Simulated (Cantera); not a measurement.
Cantera run, input and output.

```python
import numpy as np
import cantera as ct

surf = ct.Interface("diamond.yaml", "diamond_100")
gas, bulk = surf.adjacent["gas"], surf.adjacent["diamond"]
k = surf.kinetics_species_index(bulk.species_names[0])
cover = ["c6HH", "c6H*", "c6*H", "c6**", "c6HM", "c6B"]

rows, drift = [], 0.0
print(f"{'xH':>10s}{'um/h':>11s}" + "".join(f"{s:>11s}" for s in cover))
for v in [0.0001, 0.0002, 0.00041, 0.00082, 0.0017, 0.0033, 0.0067, 0.014, 0.027]:
    T, P, xH, xCH3 = 1025, 1200, v, 0.00011
    gas.TPX = T, P, {"H": xH, "CH3": xCH3, "CH4": 0.0088, "H2": 1 - xH - xCH3 - 0.0088}
    surf.TP = bulk.TP = T, P
    surf.coverages = "c6H*:0.1, c6HH:0.9"
    surf.advance_coverages(100.0)
    before = surf.coverages
    surf.advance_coverages(100.0)
    drift = max(drift, np.max(np.abs(surf.coverages - before) / (surf.coverages + 1e-9)))
    rate = surf.net_production_rates[k] * bulk.mean_molecular_weight / bulk.density * 3.6e9
    rows.append([rate, *surf[cover].coverages])
    print(f"{v:10.4g}{rate:11.4e}" + "".join(f"{x:11.3e}" for x in rows[-1][1:]))
```

Result:

```
        xH       um/h       c6HH       c6H*       c6*H       c6**       c6HM        c6B
    0.0001 4.2802e-02  5.985e-01  1.790e-02  3.422e-01  4.560e-03  2.473e-02  1.161e-10
    0.0002 8.5312e-02  5.769e-01  1.880e-02  3.595e-01  6.615e-03  2.618e-02  2.315e-10
   0.00041 1.6088e-01  5.660e-01  1.934e-02  3.698e-01  8.456e-03  2.532e-02  4.366e-10
   0.00082 2.6981e-01  5.629e-01  1.970e-02  3.765e-01  9.735e-03  2.192e-02  7.321e-10
    0.0017 4.1041e-01  5.641e-01  1.999e-02  3.821e-01  1.060e-02  1.640e-02  1.114e-09
    0.0033 5.3487e-01  5.668e-01  2.021e-02  3.862e-01  1.108e-02  1.111e-02  1.451e-09
    0.0067 6.3872e-01  5.696e-01  2.039e-02  3.894e-01  1.138e-02  6.571e-03  1.733e-09
     0.014 7.0814e-01  5.716e-01  2.051e-02  3.915e-01  1.155e-02  3.496e-03  1.922e-09
     0.027 7.4391e-01  5.726e-01  2.060e-02  3.925e-01  1.163e-02  1.907e-03  2.019e-09
```

Computed with Cantera and the Harris–Goodwin 1993 mechanism for the reconstructed diamond (100) surface.
